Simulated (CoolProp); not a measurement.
Saturation properties of C3F8 (R218).

Model: reference Helmholtz-energy equation of state, Lemmon 2006, in CoolProp. It is a short technical equation, of lower accuracy than the large ones.

| T (K) | p (MPa) | vapour density (kg/m³) | enthalpy of vaporisation (kJ/kg) | surface tension (mN/m) |
|---|---|---|---|---|
| 238.7 | 0.1125 | 11.30 | 104.3 | 10.2 |
| 244.9 | 0.1468 | 14.55 | ? | 9.51 |
| 251.2 | 0.1894 | ? | 99.45 | 8.78 |
| 257.4 | 0.2399 | 23.30 | 96.90 | 8.07 |
| 263.7 | 0.3012 | 29.06 | 94.18 | 7.37 |
| 269.9 | 0.3724 | 35.80 | 91.36 | 6.69 |
| 276.2 | 0.4571 | 43.91 | 88.32 | 6.01 |
| 282.4 | 0.5537 | 53.35 | ? | 5.35 |
| 288.7 | 0.6667 | 64.67 | 81.70 | 4.70 |
| 294.9 | ? | 77.86 | 78.05 | 4.08 |
| 301.2 | 0.9409 | 93.80 | 74.01 | ? |
| 307.4 | ? | 112.6 | 69.66 | 2.87 |

Question: Complete the blanks.

Answer: 
- 244.9, enthalpy of vaporisation (kJ/kg): 101.9
- 251.2, vapour density (kg/m³): 18.55
- 282.4, enthalpy of vaporisation (kJ/kg): 85.15
- 294.9, p (MPa): 0.7940
- 301.2, surface tension (mN/m): 3.46
- 307.4, p (MPa): 1.105

It boils at 236.4 K under 1 atm.

Surface tension comes from a separate correlation (Mulero 2012).
